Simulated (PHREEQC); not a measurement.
Consider water at 25 °C with 0.00039 mol NH3, 0.016 mol K2SiO3 and 0.00015 mol K2CO3 per kg of water. Closed to the air; pH follows from the charge balance.

Computed with PHREEQC (ion-association model, phreeqc.dat).

### Question
The ionic strength comes out as 0.0343 mol/kgw. What activity coefficients do HCO3-, OH-, H2SiO4-2, H3SiO4-, CO3-2 get?

### Answer
HCO3- 0.85, OH- 0.84, H2SiO4-2 0.52, H3SiO4- 0.84, CO3-2 0.52.

Precipitation was switched off in this run. Species that the database lacks are ignored.
